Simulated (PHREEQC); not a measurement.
A solution holds 1 mmol/kgw H2SO4, 0.042 mmol/kgw ZnSO4 and 0.33 mmol/kgw Na2SO4, at 30 °C. Closed to the air; pH follows from the charge balance.

All values are PHREEQC results (ion-association model, phreeqc.dat), not measurements.

```json
[
 {"quantity": "pH", "before": "2.77", "after": "2.79"},
 {"quantity": "ionic strength (mol/kgw)", "before": "0.00377", "after": "0.00361"},
 {"quantity": "SO4-2 (mol/kgw)", "before": "0.00118", "after": "0.00110"},
 {"quantity": "HSO4- (mol/kgw)", "before": "0.000180", "after": "0.000260"},
 {"quantity": "Zn+2 (mol/kgw)", "before": "3.59e-5", "after": "3.55e-5"},
 {"quantity": "ZnSO4 (mol/kgw)", "before": "6.08e-6", "after": "6.40e-6"}
]
```

Q: What was changed between the two runs?
A) ZnSO4 from 4.2e-05 to 0.00042 mol/kgw
B) H2SO4 left out
C) Na2SO4 replaced by NaAlO2 at the same molality
D) temperature from 30 to 50 °C
E) diluted 100-fold with water

A: D, temperature from 30 to 50 °C

This is a speciation only: nothing precipitates in the calculation. Constants without temperature data keep their 25 °C values here.
